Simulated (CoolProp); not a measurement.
Properties of propane along the isobar 7.4 MPa (Tc = 369.9 K, pc = 4.251 MPa, ω = 0.152).

Model: reference Helmholtz-energy equation of state, Lemmon 2009, in CoolProp.

| T (K) | phase | isothermal compressibility (1/MPa) | viscosity (µPa s) | Prandtl number |
|---|---|---|---|---|
| 135.7 | liquid | 0.0006440 | 980 | 10.2 |
| 162.3 | liquid | 0.0008286 | 544 | 6.29 |
| 188.8 | liquid | 0.001082 | 356 | 4.65 |
| 215.4 | liquid | 0.001441 | 253 | 3.80 |
| 241.9 | liquid | 0.001968 | 188 | 3.31 |
| 268.5 | liquid | 0.002796 | 144 | 3.01 |
| 295.1 | liquid | 0.004211 | 112 | 2.82 |
| 321.6 | liquid | 0.006939 | 87.7 | 2.68 |
| 348.2 | liquid | 0.01351 | 67.1 | 2.58 |
| 374.7 | supercritical | 0.03734 | 48.1 | 2.54 |
| 401.3 | supercritical | 0.1903 | 28.5 | 2.51 |

Viscosity comes from a separate model (Vogel 1998). Thermal conductivity comes from a separate model (Marsh 2002).
